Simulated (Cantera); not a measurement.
Input: 1 mol CsOH, 3.1 mol H2O, 3.4 mol O2, held at 54.0 mbar.

Cantera equilibrium calculation (NASA polynomials, part measured and part estimated; ideal gas, pure solids and liquids). Candidate condensed phases: Cs, CsOH, H2O; 15 gas species. Kinetics and transport are ignored. All values below are at 1600 K.

Base state: O2 0.453, H2O 0.413, CsOH 0.133, OH 0.000904, Cs 0.000358, O 4.20e-5, H2 1.75e-5, CsO 1.11e-5 (mole fractions); condensed: gas only.

Task: What changes in the equilibrium state with this change: O2 from 3.4 to 0.058 mol?

Result: 
| species | before | after |
|---|---|---|
| H2O | 0.413 | 0.745 |
| CsOH | 0.133 | 0.239 |
| O2 | 0.453 | 0.0142 |
| H2 | 1.75e-5 | 0.000179 |
| O | 4.20e-5 | 7.43e-6 |
